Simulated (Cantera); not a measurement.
A closed system holds: 1 mol Si, 1 mol HF, held at 550 °C and 0.00133 bar.

Cantera equilibrium calculation (NASA polynomials, part measured and part estimated; ideal gas, pure solids and liquids). Candidate condensed phases: Si; 25 gas species. The tables' values for SiF3 are old estimates; treat these amounts as uncertain. Equilibrium is a limit: real reactors are often held back by kinetics, nucleation or transport.

Base state: H2 0.665, SiF4 0.329, SiHF3 0.00572, SiH2F2 5.80e-5, SiF3 5.78e-5 (mole fractions); condensed: Si(s).

### Question
What changes in the equilibrium state with this change: temperature from 550 °C to 852 °C?

### Answer
```tsv
species	before	after
H2	0.665	0.663
SiF4	0.329	0.322
SiHF3	0.00572	0.00736
SiF3	5.78e-5	0.00736
SiF2	4.97e-8	0.000230
HF	2.41e-6	0.000385
SiH2F2	5.80e-5	8.48e-5
Si(s), mol	0.749	0.747
```
The tables' values for SiF3, SiF2 are old estimates; treat these amounts as uncertain.
